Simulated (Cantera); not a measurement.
A perfectly stirred reactor is fed with 0.135 % CO, 3.47 % O2, 0.0645 % H2O, 96.3 % N2, at 7.80 bar; it is held at 1400 K, and followed from long to short residence time.

Cantera simulation using GRI-Mech 3.0 (53 species, 325 reactions); the numbers are that mechanism's predictions, not measurements.

One state of this run: x CO = 0.000525; x O2 = 0.0343; x H2O = 0.000641; x NO2 = 2.24e-8; x H2 = 2.32e-7. x: mole fraction; the columns are a selection and need not sum to one.

**Question.** Which value of τ (s) does it belong to?
A) 0.32
B) 0.0088
C) 0.097
D) 0.0027

**Answer.** B, 0.0088
